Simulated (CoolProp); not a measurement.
Methane at 293.15 K and 15.3 MPa is throttled through a valve to 1.18 MPa with no heat exchange. Each further row changes one setting.

The numbers come from the reference Helmholtz-energy equation of state, Setzmann 1991 in CoolProp.

| case | temperature change (K) | final density (kg/m³) |
|---|---|---|
| as stated | -63.6 | 10.4 |
| outlet pressure 0.354 MPa | -69.8 | 3.11 |
| outlet pressure 1.53 MPa | -61.1 | 13.6 |
